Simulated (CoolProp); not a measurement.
Vapour-liquid equilibrium of CHF3 (R23) (1) + R22 (2) at 0.496 MPa; x and y are mole fractions of (1).

Model: multi-fluid Helmholtz-energy mixture model, Penoncello 2003 and Kamei 1995; pair parameters Bell 2016, in CoolProp.

Problem. Give the bubble temperature and the first vapour's composition at x = 0.125, 0.575, 0.65. Is there an azeotrope?

Solution. x = 0.125: -14.1 °C, y = 0.430; x = 0.575: -38.7 °C, y = 0.878; x = 0.65: -40.9 °C, y = 0.905. No azeotrope shows between x = 0.05 and 0.95.

Pair parameters are fitted to limited data, so mixtures are less certain than the pure fluids.
